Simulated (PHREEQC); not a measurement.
1 kg of water holding 0.51 mol/kgw CaCl2 and 0.0055 mol/kgw MgCl2 is evaporated at 75 °C; the solids stay in contact with the brine. The system is closed to CO2. Only these solids could form: Bischofite, Brucite, Portlandite, MgCl2_4H2O.

Model: Pitzer model, pitzer.dat, run in PHREEQC.

| water left (kg) | ionic strength | water activity | Ca in solution (mol/kgw) | Mg in solution (mol/kgw) | Cl in solution (mol/kgw) |
|---|---|---|---|---|---|
| 1 | 1.55 | 0.976 | 0.510 | 0.00550 | 1.03 |
| 0.8219 | 1.88 | 0.970 | 0.621 | 0.00669 | 1.25 |
| 0.6755 | 2.29 | 0.962 | 0.755 | 0.00814 | 1.53 |
| 0.5552 | 2.79 | 0.952 | 0.919 | 0.00991 | 1.86 |
| 0.4563 | 3.39 | 0.939 | 1.12 | 0.0121 | 2.26 |
| 0.375 | 4.12 | 0.922 | 1.36 | 0.0147 | 2.75 |
| 0.3082 | 5.02 | 0.899 | 1.65 | 0.0178 | 3.34 |
| 0.2533 | 6.10 | 0.867 | 2.01 | 0.0217 | 4.07 |
| 0.2082 | 7.43 | 0.825 | 2.45 | 0.0264 | 4.95 |
| 0.1711 | 9.04 | 0.769 | 2.98 | 0.0321 | 6.02 |
| 0.1407 | 11.0 | 0.696 | 3.63 | 0.0391 | 7.33 |
| 0.1156 | 13.4 | 0.604 | 4.41 | 0.0476 | 8.92 |
| 0.09502 | 16.3 | 0.493 | 5.37 | 0.0579 | 10.8 |

Constants without temperature data keep their 25 °C values here.
